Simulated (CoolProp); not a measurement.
Vapour-liquid equilibrium of R125 (1) + dimethyl ether (2) at -12.85 °C; x and y are mole fractions of (1).

The numbers come from the multi-fluid Helmholtz-energy mixture model, Lemmon 2005 and Wu 2011; pair parameters Bell 2016 in CoolProp.

Question: Give the bubble pressure and the first vapour's composition at x = 0.05, 0.65, 0.95. Is there an azeotrope?

Answer: x = 0.05: 170.2 kPa, y = 0.074; x = 0.65: 292.8 kPa, y = 0.837; x = 0.95: 416.4 kPa, y = 0.989. No azeotrope shows between x = 0.05 and 0.95.

The pair parameters rest on a limited set of measurements; away from them the model extrapolates.
